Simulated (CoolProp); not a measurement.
Saturation properties of isohexane (Tc = 497.7 K, pc = 3.043 MPa, ω = 0.280).

Computed with CoolProp (reference Helmholtz-energy equation of state, Lemmon 2006). It is a short technical equation, of lower accuracy than the large ones.

```
T (K)  p (MPa)  liquid density (kg/m³)  vapour density (kg/m³)  enthalpy of vaporisation (kJ/kg)  liquid cp (kJ/(kg K))
-----  -------  ----------------------  ----------------------  --------------------------------  ---------------------
322.5  0.07073                   625.7                   2.362                             330.8                  2.355
328.2  0.08571                   620.1                   2.829                             326.8                  2.385
333.9   0.1031                   614.5                   3.365                             322.7                  2.414
339.6   0.1231                   608.9                   3.977                             318.4                  2.444
345.3   0.1459                   603.1                   4.673                             314.1                  2.475
351     0.1720                   597.3                   5.461                             309.7                  2.506
356.7   0.2015                   591.3                   6.350                             305.1                  2.537
362.4   0.2347                   585.2                   7.350                             300.4                  2.570
368.1   0.2719                   579.0                   8.470                             295.6                  2.603
373.8   0.3135                   572.7                   9.722                             290.6                  2.637
379.4   0.3588                   566.4                   11.09                             285.5                  2.671
385.1   0.4099                   559.8                   12.65                             280.2                  2.706
390.8   0.4662                   553.0                   14.37                             274.7                  2.743
```

It boils at 333.4 K under 1 atm.
